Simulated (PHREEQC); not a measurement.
Consider water at 25 °C with 0.0087 mol/kgw HF, 0.059 mol/kgw NaF and 4e-05 mol/kgw H4SiO4. Closed to the air; pH follows from the charge balance.

The numbers come from PHREEQC with the ion-association model, phreeqc.dat.

```json
[
 {"quantity": "pH", "before": "3.98", "after": "4.36"},
 {"quantity": "ionic strength (mol/kgw)", "before": "0.0580", "after": "0.0579"},
 {"quantity": "F- (mol/kgw)", "before": "0.0563", "after": "0.0561"},
 {"quantity": "HF (mol/kgw)", "before": "0.00692", "after": "0.00681"},
 {"quantity": "HF2- (mol/kgw)", "before": "0.00150", "after": "0.00167"},
 {"quantity": "NaF (mol/kgw)", "before": "0.00121", "after": "0.00116"},
 {"quantity": "SI of Quartz (SiO2)", "before": "-6.94", "after": "-4.42"}
]
```

Q: Name the change that produced these shifts.
A) temperature from 25 to 40 °C
B) 0.0017 mol/kgw CO2 added
C) temperature from 25 to 70 °C
D) diluted 5-fold with water
E) NaF from 0.059 to 0.295 mol/kgw

A: C, temperature from 25 to 70 °C

No solid was allowed to form. Away from 25 °C the constants follow the database's enthalpies or fits; those with neither stay at their 25 °C values. SiF6-2 is the database's only silicon fluoride.
